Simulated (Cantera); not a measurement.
borazine + H2 + O2 (boron, boron nitride and boron oxide)

Feed: 1 mol borazine, 12 mol H2, 6.1 mol O2, equilibrated at 0.0580 bar.

Cantera equilibrium calculation (NASA polynomials, part measured and part estimated; ideal gas, pure solids and liquids). Candidate condensed phases: B, BN, B2O3, B3O3H3, H2O; 39 gas species. The feed counts by its element totals alone. Gases not in the tables: H3BO3. Rates play no part.

```json
[
 {"T (K)": "898", "x H2O": "0.462", "x H2": "0.443", "x HBO2": "6.76e-6", "x N2": "0.0911", "x B2O3": "<1e-12", "x (HBO2)3": "0.00370", "n B2O3(l)": "1.41"},
 {"T (K)": "998", "x H2O": "0.464", "x H2": "0.443", "x HBO2": "7.11e-5", "x N2": "0.0910", "x B2O3": "5.25e-11", "x (HBO2)3": "0.00214", "n B2O3(l)": "1.45"},
 {"T (K)": "1098", "x H2O": "0.465", "x H2": "0.443", "x HBO2": "0.000477", "x N2": "0.0909", "x B2O3": "4.08e-9", "x (HBO2)3": "0.00134", "n B2O3(l)": "1.46"},
 {"T (K)": "1198", "x H2O": "0.464", "x H2": "0.442", "x HBO2": "0.00229", "x N2": "0.0908", "x B2O3": "1.49e-7", "x (HBO2)3": "0.000896", "n B2O3(l)": "1.46"},
 {"T (K)": "1298", "x H2O": "0.460", "x H2": "0.441", "x HBO2": "0.00846", "x N2": "0.0906", "x B2O3": "3.04e-6", "x (HBO2)3": "0.000623", "n B2O3(l)": "1.41"},
 {"T (K)": "1398", "x H2O": "0.447", "x H2": "0.437", "x HBO2": "0.0254", "x N2": "0.0898", "x B2O3": "3.95e-5", "x (HBO2)3": "0.000440", "n B2O3(l)": "1.28"},
 {"T (K)": "1498", "x H2O": "0.419", "x H2": "0.428", "x HBO2": "0.0640", "x N2": "0.0880", "x B2O3": "0.000359", "x (HBO2)3": "0.000304", "n B2O3(l)": "0.940"},
 {"T (K)": "1598", "x H2O": "0.365", "x H2": "0.411", "x HBO2": "0.137", "x N2": "0.0845", "x B2O3": "0.00244", "x (HBO2)3": "0.000194", "n B2O3(l)": "0.235"},
 {"T (K)": "1698", "x H2O": "0.349", "x H2": "0.405", "x HBO2": "0.158", "x N2": "0.0833", "x B2O3": "0.00426", "x (HBO2)3": "2.73e-5", "n B2O3(l)": "0"},
 {"T (K)": "1798", "x H2O": "0.350", "x H2": "0.404", "x HBO2": "0.156", "x N2": "0.0833", "x B2O3": "0.00509", "x (HBO2)3": "3.19e-6", "n B2O3(l)": "0"},
 {"T (K)": "1898", "x H2O": "0.351", "x H2": "0.403", "x HBO2": "0.154", "x N2": "0.0832", "x B2O3": "0.00595", "x (HBO2)3": "4.71e-7", "n B2O3(l)": "0"}
]
```
x: gas mole fraction; n: condensed amount in mol.

From 898 K to 1598 K the condensed part is B2O3(l). From 1698 K to 1898 K nothing is condensed.
